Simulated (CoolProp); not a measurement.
A single-stage vapour-compression cycle with the fluid: evaporating at 214.15 K (dew point), condensing at 251.15 K (bubble point), superheat 2 K, subcooling 5 K, compressor efficiency 0.65, no pressure losses. The same conditions are run with several fluids, on thermodynamics alone (safety and materials aside).

Computed with CoolProp (reference Helmholtz-energy equation of state of each fluid (R404A: Lemmon 2003; nitrous oxide: Lemmon 2006; dimethyl ether: Wu 2011; R13: Platzer 1990; ethylene: Smukala 2000; R507A: Lemmon 2003)). The equations of Platzer and Polt are older, rougher fits. Blends and air are pseudo-pure fits.

Task: Rank R404A, nitrous oxide, dimethyl ether, R13, ethylene, R507A by cooling COP, highest first.

Result: dimethyl ether (3.39), R507A (3.33), R404A (3.25), R13 (3.17), nitrous oxide (3.13), ethylene (2.96)

```tsv
fluid	pressure ratio	discharge temperature (K)	refrigerating effect (kJ/kg)	volumetric capacity (kJ/m³)
R404A	5.67	287.0	170	476
nitrous oxide	3.77	327.5	281	3330
dimethyl ether	6.61	313.2	435	194
R13	3.68	283.3	107	1990
ethylene	3.07	302.5	316	4460
R507A	5.41	284.5	166	508
```
